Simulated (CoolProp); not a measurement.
Properties of R1123 at several states.

Values from CoolProp's reference Helmholtz-energy equation of state, Akasaka 2020.

```
T (K)  p (kPa)          phase  density (kg/m³)  cv (kJ/(kg K))  speed of sound (m/s)  expansivity (1/kK)
-----  -------  -------------  ---------------  --------------  --------------------  ------------------
451.9     4810  supercritical            119.0          0.9793                 208.3               3.585
365.7      304            gas            8.341          0.8514                 201.2               2.901
222.1     50.4            gas            2.273          0.5954                 160.7               4.743
435.2     73.6            gas            1.672          0.9401                 220.7               2.317
472.8     4580  supercritical            105.1          0.9987                 217.2               3.137
212.9     9430         liquid             1362          0.7997                 877.2               2.100
```
